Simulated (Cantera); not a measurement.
An isothermal, constant-pressure homogeneous reactor starts with CO : O2 : H2O : N2 = 0.012 : 0.031 : 0.00011 : 1 (molar parts), equivalence ratio 0.19, at 1425 K and 1.90 bar.

Model: GRI-Mech 3.0 (53 species, 325 reactions), integrated in Cantera.

Question: Predict: x(CO) at 20.0 s; x(O2) at 20.0 s; x(H2O) at 20.0 s; x(NO) at 20.0 s.

Answer: 
- x(CO) at 20.0 s = 8.15e-8 (gas-phase equilibrium 8.18e-8)
- x(O2) at 20.0 s = 0.0241 (gas-phase equilibrium 0.0239)
- x(H2O) at 20.0 s = 0.000106 (gas-phase equilibrium 0.000106)
- x(NO) at 20.0 s = 1.06e-5 (gas-phase equilibrium 0.000312)
